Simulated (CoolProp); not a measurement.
Computed with CoolProp (reference Helmholtz-energy equation of state, Lemmon 2006). It is a short technical equation, of lower accuracy than the large ones.

**Question.** For isohexane, give the phase and the cp (kJ/(kg K)), speed of sound (m/s), expansivity (1/kK), fugacity coefficient at 100.25 °C and 1.13 MPa; -52.65 °C and 3.49 MPa; -117.05 °C and 0.32 MPa.

**Answer.** 
- 100.25 °C and 1.13 MPa: liquid; cp 2.63, speed of sound 730, expansivity 1.94, fugacity coefficient 0.259
- -52.65 °C and 3.49 MPa: liquid; cp 1.90, speed of sound 1430, expansivity 1.18, fugacity coefficient 0.000101
- -117.05 °C and 0.32 MPa: liquid; cp 1.76, speed of sound 1780, expansivity 1.17, fugacity coefficient 2.61e-7
